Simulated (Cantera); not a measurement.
Charge: 1 mol Ti, 6.3 mol CH4, equilibrated at 1900 °C and 98.0 Pa.

These are equilibrium values from Cantera (NASA tables, ideal gas, pure condensed phases), not measurements of a reactor. Candidate condensed phases: C, C6H6, C7H8, C8H18, Ti, TiC; 77 gas species. TiC: taken at fixed stoichiometry. Rates play no part.

Base state: H2 0.856, H 0.143, C2H2 (acetylene) 0.00189, Ti 1.69e-5, C2H 1.01e-5 (mole fractions); condensed: C(graphite) + TiC(s).

What changes in the equilibrium state with this change: 0.048 mol CO2 added?


```tsv
species	before	after
H2	0.856	0.849
H	0.143	0.142
CO	0	0.00702
Ti	1.69e-5	1.69e-5
C2H2 (acetylene)	0.00189	0.00187
C2H	1.01e-5	1.01e-5
C(graphite), mol	5.25	5.20
TiC(s), mol	1.000	1.000
```
Further candidate phases: H2O, TiO, TiO2, Ti2O3, Ti3O5, Ti4O7.
